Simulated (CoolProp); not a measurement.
Saturated liquid density (kg/m³) of C2F6 (R116): the reference equation beside estimates from Tc = 19.9 °C, pc = 30.48 bar, ω = 0.257. Rackett uses Z = 0.29056 − 0.08775 ω.

Values from CoolProp's reference Helmholtz-energy equation of state, Lemmon 2006. It is a short technical equation, of lower accuracy than the large ones.

| T (°C) | reference | Rackett | van der Waals | Redlich-Kwong | Soave-Redlich-Kwong | Peng-Robinson |
|---|---|---|---|---|---|---|
| -73.25 | 1583 | 1664 | 1000 | 1455 | 1512 | 1711 |
| -66.75 | (withheld) | 1632 | 981.6 | (withheld) | 1481 | 1677 |
| -60.35 | 1523 | 1599 | 962.3 | 1387 | 1448 | 1640 |
| -53.85 | 1491 | 1565 | (withheld) | 1351 | 1412 | 1601 |
| -47.45 | 1458 | 1530 | 920.5 | 1313 | 1375 | (withheld) |
| -41.05 | (withheld) | 1493 | 898.2 | 1272 | 1335 | 1515 |
| -34.55 | 1387 | 1453 | 874.1 | 1229 | 1291 | 1466 |
| -28.15 | 1349 | 1413 | 848.9 | 1184 | 1245 | 1413 |

Question: Some entries are withheld; supply them.

Answer: 
- -66.75, reference: 1553
- -66.75, Redlich-Kwong: 1422
- -53.85, van der Waals: 941.8
- -47.45, Peng-Robinson: 1560
- -41.05, reference: 1424

Absolute difference from the reference over all 8 rows, mean and median: Rackett 4.9 and 5.0 %, van der Waals 36.9 and 36.8 %, Redlich-Kwong 9.9 and 9.7 %, Soave-Redlich-Kwong 5.7 and 5.5 %, Peng-Robinson 6.9 and 7.2 %.
